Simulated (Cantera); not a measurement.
Source: NASA polynomial tables (part measured, part estimated), evaluated in Cantera. Values are per mole of reaction as written; species without (g) are pure solids or liquids, kept so even where they would boil at 1 bar.

Problem. Between 548 and 673 K, where is each reaction favourable under standard conditions?
- P4(g) + 5 H2O2(g) ⇌ 5 H2(g) + P4O10

Solution. 
- P4(g) + 5 H2O2(g) ⇌ 5 H2(g) + P4O10: ΔG° is -2083 kJ at 548 K and -2021 kJ at 673 K; it stays negative (K > 1). ΔH° is -2344 kJ and ΔS° -480 J/K at 673 K.
